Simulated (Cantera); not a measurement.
A closed system holds: 1 mol MgCO3, 3.6 mol O2, 18 mol N2, at 1325 K and 2800 Pa.

Method: chemical equilibrium by Gibbs-energy minimisation in Cantera with the NASA 1993 tables (ideal gas, pure condensed phases). Candidate condensed phases: C, Mg, MgCO3, MgO; 28 gas species. The numbers say what is thermodynamically allowed, not how fast it happens.

What is the equilibrium state?

x(N2): 0.796
x(O2): 0.159
x(CO2): 0.0442
x(NO): 0.000406
n(MgO(s)): 1.00 mol
gas amount: 22.60 mol
log10 activity of C(graphite) (absent): -16.17
log10 activity of Mg(l) (absent): -16.78
